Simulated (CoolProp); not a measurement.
Vapour-liquid equilibrium of carbon dioxide (1) + n-pentane (2) at -4.65 °C; x and y are mole fractions of (1).

The numbers come from the multi-fluid Helmholtz-energy mixture model, Span 1996 and Thol 2019; pair parameters Kunz 2012 in CoolProp.

Q: Give the bubble pressure and the first vapour's composition at x = 0.05, 0.65, 0.95. Is there an azeotrope?

A: x = 0.05: 214.6 kPa, y = 0.907; x = 0.65: 2090 kPa, y = 0.990; x = 0.95: 2868 kPa, y = 0.998. No azeotrope shows between x = 0.05 and 0.95.

The pair parameters rest on a limited set of measurements; away from them the model extrapolates. The gap from Raoult's law changes sign with composition, which may be real or a fault of the pair parameters; it wasn't checked against measurements.
